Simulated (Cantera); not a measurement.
## Premixed flame

A freely propagating, adiabatic, planar premixed flame of 29.4 % H2, 14.8 % O2, 55.8 % N2, equivalence ratio 0.99, unburnt at 700 K and 13300 Pa; mixture-averaged transport, grid criteria slope 0.08 and curve 0.16, no radiation.

Computed with Cantera and the H2/O2 subset of GRI-Mech 3.0, which has no nitrogen chemistry. Burning velocities carry a grid error of a few per cent, more on coarse grids.

```csv
z (mm),T (K),u (m/s),x H2,x O2,x H2O2,x O,x OH,x HO2
-21.9,700,8.28,0.294,0.148,<1e-8,<1e-8,<1e-8,<1e-8
-14.6,700,8.28,0.294,0.148,<1e-8,<1e-8,<1e-8,<1e-8
-10.9,700,8.28,0.294,0.148,<1e-8,<1e-8,<1e-8,<1e-8
-7.29,700,8.28,0.294,0.148,<1e-8,<1e-8,<1e-8,3.18e-7
-3.64,704,8.32,0.293,0.148,1.34e-7,1.02e-5,1.23e-5,3.37e-5
-1.82,781,9.18,0.275,0.145,2.29e-7,0.000371,0.000231,2.82e-5
0,1125,12.9,0.136,0.0953,7.27e-7,0.00880,0.00365,1.41e-5
1.82,1395,15.7,0.0490,0.0421,7.99e-7,0.0175,0.00890,5.62e-6
3.64,1513,16.9,0.0475,0.0371,6.10e-7,0.0179,0.0114,4.27e-6
7.29,1654,18.3,0.0496,0.0340,3.65e-7,0.0170,0.0144,3.27e-6
14.6,1813,19.9,0.0502,0.0305,1.92e-7,0.0152,0.0174,2.45e-6
29.2,1980,21.4,0.0488,0.0268,1.02e-7,0.0126,0.0198,1.81e-6
58.3,2146,22.9,0.0452,0.0229,6.30e-8,0.00961,0.0210,1.41e-6
```
x: mole fraction of selected species; z is measured from the peak of heat release.

| Item | Value |
|---|---|
| laminar burning velocity | 828 cm/s |
| thermal thickness | 7.29 mm |
| peak x(H2O2) | 8.85e-7 |
| peak x(O) | 0.0179 |
| peak x(OH) | 0.0211 |
| peak x(HO2) | 3.45e-5 |
